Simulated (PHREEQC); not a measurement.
Model water analysis in mg/kgw, 25 °C, pH 5.86, pe 1.6: Na 0.263; K 0.000981; Ca 0.0385; Mg 0.0324; Cl 0.259; S(6) as SO4 0.0718; Alkalinity as HCO3 0.453; Si as SiO2 0.00859; Br 0.0105.

Valence states are taken as typed.

Model: ion-association model, phreeqc.dat, run in PHREEQC.

| quantity | before | after |
|---|---|---|
| CO2 (mol/kgw) | 2.72e-5 | 7.65e-6 |
| HCO3- (mol/kgw) | 8.80e-6 | 7.84e-6 |
| CO3-2 (mol/kgw) | 3.04e-10 | 8.55e-10 |
| MgSO4 (mol/kgw) | 2.24e-10 | 2.24e-10 |
| MgHCO3+ (mol/kgw) | 1.34e-10 | 1.20e-10 |
| CaSO4 (mol/kgw) | 1.22e-10 | 1.22e-10 |
| SI of Quartz (SiO2) | -2.86 | -2.86 |

### Question
What was changed between the two runs?
A. pH from 5.86 to 6.16 at the same alkalinity
B. all concentrations times 2 at the same typed pH
C. pH from 5.86 to 6.36 at the same alkalinity
D. Ca from 0.0385 to 0.077 mg/kgw

### Answer
C, pH from 5.86 to 6.36 at the same alkalinity

No solid was allowed to form.
